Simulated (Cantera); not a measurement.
Charge: 1 mol MgO, 2.7 mol HI, 0.057 mol H₂, 2.2 mol H₂O, held at 1302 °C and 0.320 bar.

Equilibrium computed with Cantera from the NASA thermochemical tables; the gas is ideal and each condensed phase is pure. Candidate condensed phases: H₂O, I₂, Mg, MgI₂, MgO, Mg(OH)₂; 20 gas species. Equilibrium is a limit: real reactors are often held back by kinetics, nucleation or transport.

Problem. What is the equilibrium state?

Solution. 
```json
{
  "x(H₂O)": "0.381",
  "x(I)": "0.287",
  "x(H₂)": "0.163",
  "x(HI)": "0.158",
  "x(I₂)": "0.00965",
  "x(MgI₂)": "0.00103",
  "x(H)": "2.97e-5",
  "x(OH)": "2.52e-6",
  "x(MgI)": "1.95e-6",
  "n(MgO(s))": "0.994 mol",
  "gas_amount": "5.789 mol",
  "log10 activity of MgI₂(l) (absent)": "-4.72",
  "log10 activity of I₂(l) (absent)": "-4.76",
  "log10 activity of Mg(l) (absent)": "-9.21"
}
```
